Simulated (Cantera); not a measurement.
An isothermal, constant-pressure homogeneous reactor starts with C3H8 : H2 = 1 : 2.3 (molar parts), at 1325 K and 0.132 atm.

Cantera simulation using GRI-Mech 3.0 (53 species, 325 reactions); the numbers are that mechanism's predictions, not measurements. GRI-Mech 3.0 was tuned for natural gas; its chemistry of propane as a main component is partial and can be far from experiment. GRI-Mech 3.0 stops at C3 and has no aromatics, soot or wall deposition, so with more carbon than oxygen in the feed, carbon stays in small species such as C2H2 where larger ones or solid carbon would form.

**Question.** Predict: x(C3H8) at 3.00 s; x(H2) at 3.00 s; x(C2H6) at 3.00 s; x(CH4) at 3.00 s; x(C2H4) at 3.00 s; x(H) at 3.00 s.

**Answer.** 
| Quantity | Result |
|---|---|
| x(C3H8) at 3.00 s | 1.33e-7 (gas-phase equilibrium 1.23e-7) |
| x(H2) at 3.00 s | 0.625 (gas-phase equilibrium 0.615) |
| x(C2H6) at 3.00 s | 9.43e-5 (gas-phase equilibrium 9.02e-5) |
| x(CH4) at 3.00 s | 0.176 (gas-phase equilibrium 0.189) |
| x(C2H4) at 3.00 s | 0.0297 (gas-phase equilibrium 0.0281) |
| x(H) at 3.00 s | 3.86e-6 (gas-phase equilibrium 3.54e-6) |
